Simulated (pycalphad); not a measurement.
Source of the numbers: pycalphad with the COST 507 light-alloy database (1999); pressure 1 atm. These are 1990s assessments: newer ones move some temperatures and phases.

Q: How does the equilibrium phase assembly of Si-37.97Al (wt.%) change on cooling from 2350 K to 550 K?

A: 
```tsv
T (K)	phases above	phases below
1441.1	liquid	diamond (Si) + liquid
850.2	diamond (Si) + liquid	diamond (Si) + fcc
```
Changes were sought between steps of 75 K, so a narrower field can be missed.
